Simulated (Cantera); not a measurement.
A diamond (100) surface in a fixed gas of H2 with x(CH4) = 0.021, x(H) = 0.019, x(CH3) = 0.001, at 1125 K; coverages are run to steady state.

Detailed kinetics in Cantera: the Harris–Goodwin 1993 mechanism for the reconstructed diamond (100) surface.

One state of this run: growth (µm/h) = 2.25; θ c6HH = 0.486; θ c6H* = 0.0301; θ c6*H = 0.451; θ c6** = 0.0207; θ c6HM = 0.00731. θ: site fractions in the mechanism's names (c6HH fully hydrogenated, c6H* and c6*H radical sites, c6** diradical, c6HM methylated).

Question: Which value of P (Pa) does it belong to?
(A) 12000
(B) 590
(C) 4500
(D) 360

Answer: B, 590
